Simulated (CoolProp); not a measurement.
Cyclopropane along the isobar 1.48 MPa: density (kg/m³) from the reference equation and from simpler models built on Tc = 398.7 K, pc = 5.605 MPa, ω = 0.131; each cubic takes its own stable root.

Computed with CoolProp (reference Helmholtz-energy equation of state, Polt 1992). This equation is an older, rougher fit; its heat capacities, sound speeds and derivatives of the liquid may be far off and weren't checked against measurements.

| T (K) | phase | reference | van der Waals | Redlich-Kwong | Soave-Redlich-Kwong | Peng-Robinson |
|---|---|---|---|---|---|---|
| 315.1 | liquid | 592.6 | 28.30 | 526.9 | 538.6 | 610.9 |
| 325.1 | liquid | 574.4 | 27.00 | 28.38 | 517.5 | 587.1 |
| 335.1 | gas | 27.55 | 25.83 | 26.91 | 27.11 | 27.49 |
| 345 | gas | 26.06 | 24.79 | 25.64 | 25.79 | 26.14 |
| 355 | gas | 24.79 | 23.84 | 24.52 | 24.62 | 24.94 |
| 365 | gas | 23.68 | 22.97 | 23.52 | 23.59 | 23.88 |
| 375 | gas | 22.71 | 22.18 | 22.61 | 22.66 | 22.93 |
| 385 | gas | 21.85 | 21.44 | 21.79 | 21.81 | 22.06 |
| 395 | gas | 21.07 | 20.76 | 21.04 | 21.05 | 21.28 |
| 405 | gas | 20.36 | 20.12 | 20.35 | 20.34 | 20.56 |

At some of these states van der Waals, Redlich-Kwong gives the other phase, because its saturation line lies elsewhere.
